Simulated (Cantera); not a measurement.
A freely propagating, adiabatic, planar premixed flame of 26.1 % H2, 15.4 % O2, 58.5 % N2, equivalence ratio 0.85, unburnt at 575 K and 0.132 atm; multicomponent+Soret transport, grid criteria slope 0.08 and curve 0.16, no radiation.

Model: the H2/O2 subset of GRI-Mech 3.0, which has no nitrogen chemistry, integrated in Cantera. Burning velocities carry a grid error of a few per cent, more on coarse grids.

x: mole fraction of selected species; z is measured from the peak of heat release.

```
z (mm)  T (K)  u (m/s)    x H2    x O2   x H2O2    x HO2       x H     x H2O
------  -----  -------  ------  ------  -------  -------  --------  --------
-18.9     575     4.68   0.261   0.154    <1e-8    <1e-8     <1e-8     <1e-8
-12.6     575     4.68   0.261   0.154    <1e-8    <1e-8     <1e-8     <1e-8
-9.47     575     4.68   0.261   0.154    <1e-8    <1e-8     <1e-8     <1e-8
-6.32     575     4.68   0.261   0.154    <1e-8  3.63e-7   1.02e-7   2.82e-8
-3.16     582     4.72   0.258   0.154  7.97e-7  5.60e-5  0.000213  0.000483
-1.58     700     5.58   0.233   0.152  1.23e-6  3.92e-5   0.00622    0.0112
0        1082     8.38   0.114   0.108  7.83e-7  1.67e-5    0.0507     0.103
1.58     1360     10.4  0.0375  0.0552  9.38e-7  7.36e-6    0.0701     0.193
3.16        ?     11.3  0.0336  0.0484        ?        ?         ?     0.204
6.32     1625     12.3  0.0339  0.0449  4.08e-7  4.23e-6    0.0494     0.213
12.6     1779     13.3  0.0327  0.0414  2.10e-7  3.16e-6    0.0366     0.223
25.3     1935     14.3  0.0295  0.0378  1.12e-7  2.31e-6    0.0248     0.235
50.5     2081     15.2  0.0245  0.0344  6.97e-8  1.74e-6    0.0152     0.248
```

What belongs in the gaps?


- 3.16, T (K): 1484
- 3.16, x H2O2: 6.99e-7
- 3.16, x HO2: 5.51e-6
- 3.16, x H: 0.0618
